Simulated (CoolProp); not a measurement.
Computed with CoolProp (reference Helmholtz-energy equation of state, Lemmon 2006). It is a short technical equation, of lower accuracy than the large ones.

**Question.** For C3F8 (R218), give the phase and the Joule-Thomson coefficient (K/MPa), conductivity (mW/(m K)) at 363.1 K and 0.165 MPa; 363.1 K and 0.578 MPa; 363.1 K and 0.825 MPa.

**Answer.** 
- 363.1 K and 0.165 MPa: gas; Joule-Thomson coefficient 6.85, conductivity 17.8
- 363.1 K and 0.578 MPa: gas; Joule-Thomson coefficient 7.39, conductivity 18.0
- 363.1 K and 0.825 MPa: gas; Joule-Thomson coefficient 7.75, conductivity 18.2

Thermal conductivity comes from a separate model (Huber 2003), an estimate that may be off by 10 % or more.
